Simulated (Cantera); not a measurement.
Charge: 1 mol SiHCl3, 7 mol H2, equilibrated at 948 K and 60.0 Torr.

Cantera equilibrium calculation (NASA polynomials, part measured and part estimated; ideal gas, pure solids and liquids). Candidate condensed phases: Si; 19 gas species. The tables' values for SiCl3 are old estimates; treat these amounts as uncertain. Rates play no part.

Base state: H2 0.893, SiCl4 0.0699, SiHCl3 0.0228, HCl 0.0123, SiH2Cl2 0.000752, SiCl3 0.000732, SiCl2 0.000259 (mole fractions); condensed: Si(s).

Q: What changes in the equilibrium state with this change: H2 from 7 to 210 mol?

A: 
```
species       before     after
----------  --------  --------
H2             0.893     0.992
HCl           0.0123   0.00482
SiCl4         0.0699   0.00132
SiHCl3        0.0228   0.00122
SiCl3       0.000732   3.73e-5
SiCl2       0.000259   3.57e-5
SiH2Cl2     0.000752  0.000115
Si(s), mol     0.223     0.422
```

Q: What changes in the equilibrium state with this change: pressure from 60.0 Torr to 17.3 Torr?

A: 
| species | before | after |
|---|---|---|
| H2 | 0.893 | 0.891 |
| SiCl4 | 0.0699 | 0.0726 |
| SiHCl3 | 0.0228 | 0.0171 |
| HCl | 0.0123 | 0.0170 |
| SiCl2 | 0.000259 | 0.000493 |
| SiH2Cl2 | 0.000752 | 0.000410 |
| SiCl3 | 0.000732 | 0.00103 |
| Si(s), mol | 0.223 | 0.244 |

Q: What changes in the equilibrium state with this change: temperature from 948 K to 1773.15 K?

A: 
| species | before | after |
|---|---|---|
| H2 | 0.893 | 0.761 |
| HCl | 0.0123 | 0.146 |
| SiCl2 | 0.000259 | 0.0897 |
| SiCl4 | 0.0699 | 0.000110 |
| SiHCl3 | 0.0228 | 0.000135 |
| H | 1.75e-9 | 0.000878 |
| Cl | <1e-9 | 0.000129 |
| SiCl | <1e-9 | 0.000128 |
| Si | <1e-9 | 2.67e-5 |
| Si(s), mol | 0.223 | 0 |
| Si(l), mol | 0 | 0.167 |
The tables' values for SiCl3, SiCl are old estimates; treat these amounts as uncertain. Gases not in the tables: Si2H6 and higher silanes.
